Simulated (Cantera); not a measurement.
# Adiabatic ignition

An adiabatic, constant-pressure homogeneous reactor starts with H₂ : O₂ : N₂ : H₂O = 1 : 1.22 : 4.59 : 0.66 (molar parts), at 1400 K and 1400000 Pa.

Computed with Cantera and GRI-Mech 3.0 (53 species, 325 reactions). The hydrogen kinetics of GRI-Mech 3.0 are dated; newer H2 mechanisms differ, most at raised pressure. The pressure lies above the range GRI-Mech 3.0 was tuned for (to about 10 atm).

```csv
t (s),T (K),x H₂,x O₂,x H₂O,x H,x OH
5.00e-6,1408,0.132,0.162,0.0896,8.29e-5,3.77e-5
1.42e-5,2287,0.000406,0.102,0.235,5.16e-5,0.00476
4.06e-5,2287,0.000382,0.102,0.235,4.77e-5,0.00464
0.000116,2287,0.000382,0.102,0.235,4.77e-5,0.00464
0.000329,2287,0.000382,0.102,0.235,4.76e-5,0.00464
0.000937,2287,0.000381,0.102,0.235,4.75e-5,0.00463
0.00267,2286,0.000379,0.102,0.235,4.71e-5,0.00461
0.00760,2283,0.000374,0.101,0.235,4.61e-5,0.00455
0.0216,2277,0.000364,0.0995,0.235,4.41e-5,0.00444
0.0616,2270,0.000354,0.0979,0.235,4.20e-5,0.00431
0.176,2269,0.000351,0.0975,0.235,4.15e-5,0.00428
0.500,2269,0.000351,0.0975,0.235,4.15e-5,0.00428
```
x: mole fraction; the columns are a selection and need not sum to one.

```yaml
time_of_steepest_temperature_rise: 6.71 µs
temperature at 0.500 s: 2269 K
equilibrium_temperature: 2269 K
x(H₂) at 0.500 s: 0.000351 (gas-phase equilibrium 0.000351)
x(O₂) at 0.500 s: 0.0975 (gas-phase equilibrium 0.0975)
x(H₂O) at 0.500 s: 0.235 (gas-phase equilibrium 0.235)
```
